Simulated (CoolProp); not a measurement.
Computed with CoolProp (reference Helmholtz-energy equation of state, Lemmon 2004). It is a short technical equation, of lower accuracy than the large ones.

Question: For n-dodecane, give the phase and the cp (kJ/(kg K)), cv (kJ/(kg K)), expansivity (1/kK), conductivity (mW/(m K)) at 274.85 °C and 1.01 bar; 286.85 °C and 1.01 bar.

Answer: 
- 274.85 °C and 1.01 bar: gas; cp 2.70, cv 2.64, expansivity 2.17, conductivity 30.3
- 286.85 °C and 1.01 bar: gas; cp 2.74, cv 2.68, expansivity 2.09, conductivity 31.5

Thermal conductivity comes from a separate model (Huber 2004).
